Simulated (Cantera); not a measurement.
Gas mixture: N2 = 0.36 (molar parts), at 0.133 bar, frozen composition.

Cantera's kinetic-theory transport with the Lennard-Jones parameters of GRI-Mech 3.0, ideal gas; thermal conductivity in the multicomponent form.

One state of this run: ρ (kg/m³) = 0.0499; cp (J/kg/K) = 1147; μ (µPa s) = 38.7; λ (mW/m/K) = 62.9; Pr = 0.706; D (cm²/s) NO = 10.2; D (cm²/s) OH = 15.6; D (cm²/s) N2 = 2110. D: mixture-averaged diffusion coefficient of that species in the mixture.

Question: Which value of T (K) does it belong to?
(A) 900
(B) 800
(C) 700
(D) 500

Answer: A, 900
